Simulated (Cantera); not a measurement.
What does this Cantera script print?

```python
import numpy as np
import cantera as ct

gas_names = """
    C3H8 C2H4
""".split()
cond_names = """
    TaC(s) TaC(L) Ta(cr) Ta(L)
""".split()


# ... load() reads the species with a 1 bar reference pressure and builds the phases ...
species = {s.name: s for s in load("nasa_gas.yaml", gas_names) + load("nasa_condensed.yaml", cond_names)}
# Each term lists the table entries of one substance; the one whose range holds T is used.
reactions = {
    'TaC + C3H8(g) = 2 C2H4(g) + Ta':
        [(-1, ['TaC(s)', 'TaC(L)']), (-1, ['C3H8']), (2, ['C2H4']), (1, ['Ta(cr)', 'Ta(L)'])],
}


def pick(names, T):
    return next(species[n] for n in names if species[n].thermo.min_temp <= T <= species[n].thermo.max_temp)


results = []
for label, terms in reactions.items():
    print(label)
    print("     T/K   dH/kJ  dS/(J/K)   dG/kJ   log10 K")
    for T in [650, 750, 850, 950, 1050, 1150, 1250, 1350, 1450, 1550, 1650]:
        used = [(nu, pick(names, T)) for nu, names in terms]
        dH = sum(nu * s.thermo.h(T) for nu, s in used) / 1e6
        dS = sum(nu * s.thermo.s(T) for nu, s in used) / 1e3
        dG = dH - T * dS / 1e3
        logK = -dG * 1e6 / (ct.gas_constant * T * np.log(10))
        results.append((label, T, dH, dS, dG, logK, [s.name for _, s in used]))
        print(f"{T:8g} {dH:8.1f} {dS:8.1f} {dG:8.1f} {logK:8.2f}")
```

Output:

```
TaC + C3H8(g) = 2 C2H4(g) + Ta
     T/K   dH/kJ  dS/(J/K)   dG/kJ   log10 K
     650    352.1    164.1    245.4   -19.72
     750    351.3    162.9    229.1   -15.96
     850    350.4    161.9    212.9   -13.08
     950    349.5    160.8    196.7   -10.82
    1050    348.5    159.8    180.7    -8.99
    1150    347.5    158.9    164.7    -7.48
    1250    346.4    158.0    148.9    -6.22
    1350    345.3    157.2    133.1    -5.15
    1450    344.2    156.4    117.5    -4.23
    1550    343.0    155.6    101.9    -3.43
    1650    341.8    154.9     86.3    -2.73
```

Source: NASA polynomial tables (part measured, part estimated), evaluated in Cantera. TaC: taken at fixed stoichiometry. Condensed species are held in their standard states even where they would react or evaporate.
